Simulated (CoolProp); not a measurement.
Vapour-liquid equilibrium of propane (1) + isobutene (2) at 1070 kPa; x and y are mole fractions of (1).

Model: multi-fluid Helmholtz-energy mixture model, Lemmon 2009 and Lemmon 2005; pair parameters Bell 2016, in CoolProp.

| x | bubble temperature (K) | y at the bubble point | dew temperature at overall composition x (K) | liquid density (mol/L) |
|---|---|---|---|---|
| 0.05 | 342.8 | 0.112 | 345.1 | 9.380 |
| 0.125 | ___ | 0.252 | 342.4 | 9.537 |
| 0.2 | ___ | 0.366 | 339.6 | 9.680 |
| 0.275 | 329.2 | 0.462 | 336.7 | ___ |
| 0.35 | 325.7 | 0.545 | 333.8 | 9.941 |
| 0.425 | 322.5 | 0.618 | 330.7 | 10.07 |
| 0.5 | 319.5 | 0.684 | ___ | 10.19 |
| 0.575 | 316.7 | 0.744 | 324.4 | 10.31 |
| 0.65 | 314.1 | 0.799 | 321.1 | 10.44 |
| 0.725 | 311.5 | 0.850 | ___ | ___ |
| 0.8 | ___ | 0.896 | 314.0 | 10.68 |
| 0.875 | 306.6 | 0.939 | 310.2 | 10.80 |
| 0.95 | 304.3 | 0.977 | 305.9 | 10.92 |

### Question
What belongs in the gaps?

### Answer

- 0.125, bubble temperature (K): 337.6
- 0.2, bubble temperature (K): 333.1
- 0.275, liquid density (mol/L): 9.813
- 0.5, dew temperature at overall composition x (K): 327.6
- 0.725, dew temperature at overall composition x (K): 317.6
- 0.725, liquid density (mol/L): 10.56
- 0.8, bubble temperature (K): 309.0

No azeotrope shows between x = 0.05 and 0.95.

The pair parameters rest on a limited set of measurements; away from them the model extrapolates. The gap from Raoult's law changes sign with composition, which may be real or a fault of the pair parameters; it wasn't checked against measurements.
